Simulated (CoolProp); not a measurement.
Vapour-liquid equilibrium of R134a (1) + R236FA (2) at 0.0402 bar; x and y are mole fractions of (1).

Computed with CoolProp (multi-fluid Helmholtz-energy mixture model, Tillner-Roth 1994 and Pan 2012; pair parameters Bell 2016).

Task: Give the bubble temperature and the first vapour's composition at x = 0.05, 0.45, 0.85. Is there an azeotrope?

Result: x = 0.05: -61.2 °C, y = 0.184; x = 0.45: -71.5 °C, y = 0.796; x = 0.85: -77.3 °C, y = 0.967. No azeotrope shows between x = 0.05 and 0.95.

The pair parameters rest on a limited set of measurements; away from them the model extrapolates.
